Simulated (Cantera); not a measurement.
Input: 1 mol SiC, 0.043 mol H2O, 300 mol N2, held at 1375 K and 0.950 Pa.

These are equilibrium values from Cantera (NASA tables, ideal gas, pure condensed phases), not measurements of a reactor. Candidate condensed phases: C, C6H6, C7H8, C8H18, H2O, Si, SiC, SiO2, Si2N2O, Si3N4; 151 gas species. Kinetics and transport are ignored.

Base state: N2 1.000, H2 0.000137, CO 7.43e-5, SiO 6.90e-5, H 1.30e-5 (mole fractions); condensed: SiC(s).

Q: What changes in the equilibrium state with this change: temperature from 1375 K to 1925 K?

A: 
```
species             before     after
----------------  --------  --------
N2                   1.000     0.996
Si                 5.36e-6   0.00322
H                  1.30e-5  0.000274
SiC2                 <1e-9   9.26e-5
CN                   <1e-9   6.61e-5
SiO                6.90e-5   4.74e-8
H2                0.000137   7.80e-7
CO                 7.43e-5  0.000143
SiC(s), mol          0.978         0
C(graphite), mol         0     0.876
```
